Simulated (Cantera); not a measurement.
Feed: 1 mol SiH4, 30 mol NH3, 72 mol H2, at 1450 K.

These are equilibrium values from Cantera (NASA tables, ideal gas, pure condensed phases), not measurements of a reactor. Candidate condensed phases: Si, Si3N4; 18 gas species. The numbers say what is thermodynamically allowed, not how fast it happens.

Q: At 1200 Pa, list the 3 most abundant gas species with their mole fractions, and the condensed phases.

A: H2 0.892, N2 0.107, H 8.16e-5. Condensed: Si3N4(s).
